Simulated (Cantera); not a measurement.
Standard-state values (1 bar) from the NASA 1993 polynomials, evaluated with Cantera. Values are per mole of reaction as written; species without (g) are pure solids or liquids, kept so even where they would boil at 1 bar.

6 Cl(g) + 2 AlN = N₂(g) + Al₂Cl₆(g)

```tsv
T (K)	ΔH° (kJ)	ΔS° (J/K)	ΔG° (kJ)	log10 K
1775	-1410.6	-391.2	-716.3	21.08
1825	-1411.3	-391.5	-696.7	19.94
1875	(withheld)	(withheld)	(withheld)	(withheld)
1925	-1412.5	-392.2	-657.6	17.84
1975	-1413.2	-392.5	-637.9	16.87
2025	(withheld)	(withheld)	(withheld)	(withheld)
2075	-1414.4	-393.1	-598.6	15.07
2125	-1415.0	-393.4	-579.0	14.23
```

Q: Complete the blanks.

A: 
- 1875, ΔH° (kJ): -1411.9
- 1875, ΔS° (J/K): -391.9
- 1875, ΔG° (kJ): -677.2
- 1875, log10 K: 18.86
- 2025, ΔH° (kJ): -1413.8
- 2025, ΔS° (J/K): -392.8
- 2025, ΔG° (kJ): -618.3
- 2025, log10 K: 15.95
